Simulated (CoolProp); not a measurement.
Vapour-liquid equilibrium of C2F6 (R116) (1) + R22 (2) at -8.25 °C; x and y are mole fractions of (1).

The numbers come from the multi-fluid Helmholtz-energy mixture model, Lemmon 2006 and Kamei 1995; pair parameters Bell 2016 in CoolProp.

| x | bubble pressure (kPa) | y at the bubble point | dew pressure at overall composition x (kPa) | liquid density (mol/L) |
|---|---|---|---|---|
| 0.05 | 577.9 | 0.348 | 397.4 | 14.70 |
| 0.2 | [?] | 0.614 | [?] | 13.46 |
| 0.35 | 1118 | 0.691 | 579.9 | 12.31 |
| 0.5 | 1225 | 0.739 | 746.5 | 11.27 |
| 0.65 | 1315 | 0.788 | 1021 | 10.35 |
| 0.8 | [?] | 0.856 | 1332 | 9.563 |
| 0.95 | 1463 | 0.956 | 1460 | 8.929 |

Some entries are withheld; supply them.


- 0.2, bubble pressure (kPa): 943.4
- 0.2, dew pressure at overall composition x (kPa): 472.3
- 0.8, bubble pressure (kPa): 1399

No azeotrope shows between x = 0.05 and 0.95.

The pair parameters rest on a limited set of measurements; away from them the model extrapolates. With so large a gap from Raoult's law the liquid may split in two, which this calculation doesn't test in full.
